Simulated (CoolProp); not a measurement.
A closed Brayton cycle with carbon dioxide: compressor inlet 316.15 K and 8.6 MPa, high pressure 18.9 MPa, turbine inlet 795 K, compressor efficiency 0.89, turbine efficiency 0.9, recuperator effectiveness 0.95 (on enthalpy, no pinch check). Each further row changes one setting.

Values from CoolProp's reference Helmholtz-energy equation of state, Span 1996.

```csv
case,thermal efficiency (%),net work (kJ/kg),compressor to turbine work,compressor exit (K),turbine exit (K)
as stated,34.8,71.7,0.29,369.4,702.3
turbine inlet 745 K,32.9,64.5,0.31,369.4,?
compressor inlet 326.15 K,34.3,?,0.36,?,702.3
high pressure 16.1 MPa,32.9,?,?,?,?
recuperator effectiveness 0.5,18.8,71.7,0.29,369.4,702.3
```

Q: Some entries are withheld; supply them.

A: 
- turbine inlet 745 K, turbine exit (K): 655.7
- compressor inlet 326.15 K, net work (kJ/kg): 64.3
- compressor inlet 326.15 K, compressor exit (K): 389.7
- high pressure 16.1 MPa, net work (kJ/kg): 59.2
- high pressure 16.1 MPa, compressor to turbine work: 0.27
- high pressure 16.1 MPa, compressor exit (K): 358.5
- high pressure 16.1 MPa, turbine exit (K): 720.8
